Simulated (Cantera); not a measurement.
Input: 1 mol Si₃N₄, 0.0065 mol H₂O, 20 mol N₂, at 1873.15 K and 0.0668 Torr.

Equilibrium computed with Cantera from the NASA thermochemical tables; the gas is ideal and each condensed phase is pure. Candidate condensed phases: H₂O, Si, SiO₂, Si₂N₂O, Si₃N₄; 35 gas species. The tables' values for SiN are old estimates; treat these amounts as uncertain. Equilibrium is a limit: real reactors are often held back by kinetics, nucleation or transport.

Question: What is the equilibrium state?

Answer: 
```json
{
 "x(N₂)": "0.898",
 "x(Si)": "0.0993",
 "x(Si₂)": "0.000741",
 "x(Si₂N)": "0.000475",
 "x(H)": "0.000442",
 "x(SiN)": "0.000319",
 "x(SiO)": "0.000266",
 "x(Si₃)": "0.000170",
 "x(H₂)": "4.17e-5",
 "n(Si(l))": "0.483 mol",
 "gas_amount": "24.48 mol"
}
```
